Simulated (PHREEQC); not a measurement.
## Buffer

A solution holds 0.0091 mol NaHCO3, 0.0039 mol KOH and 8.7e-05 mol LiCl per kg of water, at 25 °C. Closed to the air; pH follows from the charge balance.

The numbers come from PHREEQC with the ion-association model, phreeqc.dat.

Each row changes one thing in this solution. Precipitation was switched off in this run.

```
case                                  pH  ionic strength (mol/kgw)  HCO3- (mol/kgw)  CO3-2 (mol/kgw)  NaCO3- (mol/kgw)  NaHCO3 (mol/kgw)
---------------------------------  -----  ------------------------  ---------------  ---------------  ----------------  ----------------
as made                             9.98                    0.0162          0.00529          0.00345          0.000345           2.02e-5
temperature from 25 to 65 °C        9.56                       [?]          0.00570          0.00221               [?]           1.61e-5
LiCl left out                       9.98                    0.0161          0.00529          0.00345          0.000345           2.02e-5
temperature from 25 to 35 °C        9.87                    0.0158          0.00536          0.00321          0.000512           1.90e-5
0.0029 mol/kgw NH4Br added          9.57                    0.0157          0.00709          0.00179          0.000183           2.77e-5
temperature from 25 to 30 °C        9.93                    0.0160          0.00532          0.00334          0.000424           1.96e-5
KOH left out                        8.23                   0.00923          0.00885          9.39e-5           1.08e-5           3.70e-5
KOH from 0.0039 to 0.0078 mol/kgw  10.69                    0.0230          0.00187          0.00662          0.000599           6.71e-6
```

What belongs in the gaps?


- temperature from 25 to 65 °C, ionic strength (mol/kgw): 0.0141
- temperature from 25 to 65 °C, NaCO3- (mol/kgw): 0.00117

Complexes and solids missing from the database can't appear. Away from 25 °C the constants follow the database's enthalpies or fits; those with neither stay at their 25 °C values.
